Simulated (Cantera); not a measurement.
A perfectly stirred reactor is fed with CH4 : N2 = 1 : 89 (molar parts), at 10.00 Torr; it is held at 1823 K, and followed from long to short residence time.

Cantera simulation using GRI-Mech 3.0 (53 species, 325 reactions); the numbers are that mechanism's predictions, not measurements. GRI-Mech 3.0 stops at C3 and has no aromatics, soot or wall deposition, so with more carbon than oxygen in the feed, carbon stays in small species such as C2H2 where larger ones or solid carbon would form. Radical loss at walls, strong at low pressure, is not modelled.

**Question.** Predict: x(CH4) at τ = 3.60 s; x(C2H6) at τ = 3.60 s; x(HCN) at τ = 3.60 s; x(H2) at τ = 3.60 s; x(H) at τ = 3.60 s; x(CH4) at τ = 0.170 s; x(C2H6) at τ = 0.170 s; x(HCN) at τ = 0.170 s; x(H2) at τ = 0.170 s; x(H) at τ = 0.170 s.

**Answer.** 
| Quantity | Result |
|---|---|
| x(CH4) at τ = 3.60 s | 0.000778 |
| x(C2H6) at τ = 3.60 s | 2.29e-8 |
| x(HCN) at τ = 3.60 s | 0.000138 |
| x(H2) at τ = 3.60 s | 0.0151 |
| x(H) at τ = 3.60 s | 0.000118 |
| x(CH4) at τ = 0.170 s | 0.00534 |
| x(C2H6) at τ = 0.170 s | 3.24e-7 |
| x(HCN) at τ = 0.170 s | 4.01e-6 |
| x(H2) at τ = 0.170 s | 0.00793 |
| x(H) at τ = 0.170 s | 4.23e-5 |
